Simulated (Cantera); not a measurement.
An adiabatic, constant-pressure homogeneous reactor starts with CO : H2 : O2 : N2 : CO2 = 1 : 0.058 : 0.378 : 1.42 : 0.3 (molar parts), equivalence ratio 1.4, at 1350 K and 800000 Pa. Integrator tolerance rtol = 1e-08.

Model: GRI-Mech 3.0 (53 species, 325 reactions), integrated in Cantera. The hydrogen kinetics of GRI-Mech 3.0 are dated; newer H2 mechanisms differ, most at raised pressure.

| quantity | before | after |
|---|---|---|
| time of steepest temperature rise | 12.3 µs | 14.1 µs |
| temperature at 8.00 s | 2775 K | 2936 K |
| equilibrium temperature | 2775 K | 2936 K |
| x(CO) at 8.00 s | 0.140 (gas-phase equilibrium 0.140) | 0.153 (gas-phase equilibrium 0.153) |
| x(H2) at 8.00 s | 0.00109 (gas-phase equilibrium 0.00109) | 0.00113 (gas-phase equilibrium 0.00113) |
| x(O2) at 8.00 s | 0.0122 (gas-phase equilibrium 0.0122) | 0.0169 (gas-phase equilibrium 0.0169) |
| x(O) at 8.00 s | 0.00193 (gas-phase equilibrium 0.00193) | 0.00298 (gas-phase equilibrium 0.00298) |
| x(H2O2) at 8.00 s | 6.39e-8 (gas-phase equilibrium 6.39e-8) | 1.31e-7 (gas-phase equilibrium 1.31e-7) |

Name the change that produced these shifts.
A. constant volume in place of constant pressure
B. O2 0.378 to 0.22 parts
C. initial temperature 1350 to 1150 K
D. pressure from 800000 Pa to 100000 Pa

A, constant volume in place of constant pressure
